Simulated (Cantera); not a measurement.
Feed: 1 mol CaF2, 19 mol H2, held at 1448.15 K and 0.610 Pa.

These are equilibrium values from Cantera (NASA tables, ideal gas, pure condensed phases), not measurements of a reactor. Candidate condensed phases: Ca, CaF2; 15 gas species. Equilibrium is a limit: real reactors are often held back by kinetics, nucleation or transport.

Question: What is the equilibrium state?

Answer: 
```json
{
  "x(H2)": "0.935",
  "x(CaF2)": "0.0415",
  "x(HF)": "0.0116",
  "x(CaF)": "0.00459",
  "x(H)": "0.00362",
  "x(Ca)": "0.00349",
  "gas_amount": "20.15 mol",
  "log10 activity of CaF2(s) (absent)": "-0.44",
  "log10 activity of Ca(l) (absent)": "-6.65"
}
```
